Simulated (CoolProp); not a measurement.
Vapour-liquid equilibrium of R143a (1) + fluoroethane (R161) (2) at 317.9 K; x and y are mole fractions of (1).

Values from CoolProp's multi-fluid Helmholtz-energy mixture model, Lemmon and Jacobsen 2000 and Wu 2012; pair parameters Bell 2016.

```json
[
 {"x": "0.05", "bubble pressure (MPa)": "1.559", "y at the bubble point": "0.062", "dew pressure at overall composition x (MPa)": "1.553", "liquid density (mol/L)": "13.61"},
 {"x": "0.125", "bubble pressure (MPa)": "1.600", "y at the bubble point": "0.152", "dew pressure at overall composition x (MPa)": "1.588", "liquid density (mol/L)": "13.28"},
 {"x": "0.2", "bubble pressure (MPa)": "1.641", "y at the bubble point": "0.237", "dew pressure at overall composition x (MPa)": "1.623", "liquid density (mol/L)": "12.96"},
 {"x": "0.275", "bubble pressure (MPa)": "1.681", "y at the bubble point": "0.318", "dew pressure at overall composition x (MPa)": "1.659", "liquid density (mol/L)": "12.65"},
 {"x": "0.35", "bubble pressure (MPa)": "1.720", "y at the bubble point": "0.397", "dew pressure at overall composition x (MPa)": "1.696", "liquid density (mol/L)": "12.34"},
 {"x": "0.425", "bubble pressure (MPa)": "1.758", "y at the bubble point": "0.473", "dew pressure at overall composition x (MPa)": "1.734", "liquid density (mol/L)": "12.04"},
 {"x": "0.5", "bubble pressure (MPa)": "1.796", "y at the bubble point": "0.546", "dew pressure at overall composition x (MPa)": "1.772", "liquid density (mol/L)": "11.75"},
 {"x": "0.575", "bubble pressure (MPa)": "1.834", "y at the bubble point": "0.618", "dew pressure at overall composition x (MPa)": "1.811", "liquid density (mol/L)": "11.46"},
 {"x": "0.65", "bubble pressure (MPa)": "1.871", "y at the bubble point": "0.688", "dew pressure at overall composition x (MPa)": "1.851", "liquid density (mol/L)": "11.18"},
 {"x": "0.725", "bubble pressure (MPa)": "1.909", "y at the bubble point": "0.757", "dew pressure at overall composition x (MPa)": "1.891", "liquid density (mol/L)": "10.91"},
 {"x": "0.8", "bubble pressure (MPa)": "1.946", "y at the bubble point": "0.825", "dew pressure at overall composition x (MPa)": "1.933", "liquid density (mol/L)": "10.64"},
 {"x": "0.875", "bubble pressure (MPa)": "1.984", "y at the bubble point": "0.891", "dew pressure at overall composition x (MPa)": "1.975", "liquid density (mol/L)": "10.37"},
 {"x": "0.95", "bubble pressure (MPa)": "2.022", "y at the bubble point": "0.957", "dew pressure at overall composition x (MPa)": "2.018", "liquid density (mol/L)": "10.10"}
]
```

No azeotrope shows between x = 0.05 and 0.95.

Pair parameters are fitted to limited data, so mixtures are less certain than the pure fluids.
